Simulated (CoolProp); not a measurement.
Vapour-liquid equilibrium of n-hexane (1) + hexamethyldisiloxane (MM) (2) at 8.55 °C; x and y are mole fractions of (1).

Values from CoolProp's multi-fluid Helmholtz-energy mixture model, Thol 2019 and Thol 2016; pair parameters Bell 2016.

```csv
x,"bubble pressure, mixture model (kPa)","bubble pressure, Raoult's law (kPa)","y, mixture model","y, Raoult's law"
0.05,2.586,2.633,0.162,0.178
0.2,3.470,3.700,0.472,0.508
0.35,4.379,4.767,(withheld),0.689
0.5,5.382,5.833,0.792,0.805
0.65,6.508,6.900,(withheld),0.884
0.8,(withheld),7.967,0.950,0.943
0.95,(withheld),9.034,(withheld),0.987
```

### Question
Fill in the missing entries.

### Answer

- 0.35, y, mixture model: 0.661
- 0.65, y, mixture model: 0.886
- 0.8, bubble pressure, mixture model (kPa): 7.736
- 0.95, bubble pressure, mixture model (kPa): 8.989
- 0.95, y, mixture model: 0.991

The largest gap from Raoult's law is -8.1 % in bubble pressure, at x = 0.35. No azeotrope shows between x = 0.05 and 0.95.

The pair parameters rest on a limited set of measurements; away from them the model extrapolates.
